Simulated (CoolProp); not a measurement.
A single-stage vapour-compression cycle with the fluid: evaporating at 328.15 K (dew point), condensing at 355.15 K (bubble point), superheat 0 K, subcooling 2 K, compressor efficiency 0.75, no pressure losses. The same conditions are run with several fluids, on thermodynamics alone (safety and materials aside).

Model: reference Helmholtz-energy equation of state of each fluid (R245fa: Akasaka 2015; n-hexane: Thol 2019; cis-2-butene: Lemmon 2005; carbonyl sulfide: Lemmon 2006; cyclopropane: Polt 1992; neopentane: Lemmon 2006), in CoolProp. The equations of Platzer and Polt are older, rougher fits.

Rank R245fa, n-hexane, cis-2-butene, carbonyl sulfide, cyclopropane, neopentane by cooling COP, highest first.

n-hexane (8.21), cis-2-butene (8.02), R245fa (7.86), neopentane (7.67), cyclopropane (7.53), carbonyl sulfide (6.91)

| fluid | pressure ratio | discharge temperature (K) | refrigerating effect (kJ/kg) | volumetric capacity (kJ/m³) |
|---|---|---|---|---|
| R245fa | 2.07 | 355.2 | 137 | 3010 |
| n-hexane | 2.34 | 355.2 | 284 | 599 |
| cis-2-butene | 1.91 | 358.6 | 296 | 3520 |
| carbonyl sulfide | 1.68 | 375.3 | 163 | 12400 |
| cyclopropane | 1.74 | 364.6 | 285 | 8420 |
| neopentane | 1.90 | 355.1 | 212 | 2570 |

The compression ends wet for: R245fa; n-hexane; neopentane.
